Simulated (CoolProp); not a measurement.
Vapour-liquid equilibrium of CHF3 (R23) (1) + R125 (2) at -11.65 °C; x and y are mole fractions of (1).

The numbers come from the multi-fluid Helmholtz-energy mixture model, Penoncello 2003 and Lemmon 2005; pair parameters Bell 2016 in CoolProp.

```csv
x,bubble pressure (bar),y at the bubble point,dew pressure at overall composition x (bar),liquid density (mol/L)
0.05,5.113,0.139,4.743,11.61
0.125,5.978,0.305,5.051,11.89
0.2,6.879,0.433,5.402,___
0.275,7.809,0.536,5.804,12.49
0.35,8.762,0.619,6.269,12.80
0.425,9.737,0.688,6.813,13.12
0.5,10.73,0.746,7.458,13.45
0.575,11.74,0.797,8.232,___
0.65,12.77,0.841,___,14.14
0.725,13.83,0.880,10.34,14.51
0.8,___,___,11.82,14.88
0.875,16.02,0.949,___,15.27
0.95,17.17,0.980,16.07,15.67
```

Task: Complete the blanks.

Result: 
- 0.2, liquid density (mol/L): 12.18
- 0.575, liquid density (mol/L): 13.79
- 0.65, dew pressure at overall composition x (bar): 9.175
- 0.8, bubble pressure (bar): 14.91
- 0.8, y at the bubble point: 0.916
- 0.875, dew pressure at overall composition x (bar): 13.69

No azeotrope shows between x = 0.05 and 0.95.

The pair parameters rest on a limited set of measurements; away from them the model extrapolates.
